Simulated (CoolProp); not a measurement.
Properties of CF4 (R14) at several states.

Computed with CoolProp (reference Helmholtz-energy equation of state, Platzer 1990). This equation is an older, rougher fit.

| T (°C) | p (bar) | phase | density (kg/m³) | isothermal compressibility (1/MPa) | conductivity (mW/(m K)) | fugacity coefficient |
|---|---|---|---|---|---|---|
| 30.65 | 11.9 | gas | [?] | [?] | 16.9 | 0.9599 |
| -10.35 | 0.334 | gas | 1.348 | 30.00 | 13.2 | 0.9981 |
| 86.95 | 1.67 | gas | 4.922 | 6.005 | [?] | 0.9972 |
| -5.45 | 0.274 | gas | 1.085 | 36.55 | [?] | 0.9985 |

Task: Fill in the missing entries.

Result: 
- 30.65, density (kg/m³): 43.23
- 30.65, isothermal compressibility (1/MPa): 0.8759
- 86.95, conductivity (mW/(m K)): 21.1
- -5.45, conductivity (mW/(m K)): 13.6

Thermal conductivity comes from a separate model (Huber 2003), an estimate that may be off by 10 % or more.
